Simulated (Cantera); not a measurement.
Mixture: 5.32 % CH₄, 19.4 % O₂, 72.9 % N₂, 2.34 % CO₂, equivalence ratio 0.55, at 1.01 bar, adiabatic and at constant volume. Ignition delay is the time to a rise of 400 K.

Computed with Cantera and GRI-Mech 3.0 (53 species, 325 reactions).

Question: Predict: delay at 1073 K; delay at 1223 K; delay at 1373 K; delay at 1523 K; delay at 1673 K; apparent activation energy between 1598 and 1748 K.

Answer: 
| Property | Value |
|---|---|
| delay at 1073 K | 0.235 s |
| delay at 1223 K | 24.0 ms |
| delay at 1373 K | 3.54 ms |
| delay at 1523 K | 0.764 ms |
| delay at 1673 K | 0.235 ms |
| apparent activation energy between 1598 and 1748 K | 160 kJ/mol |
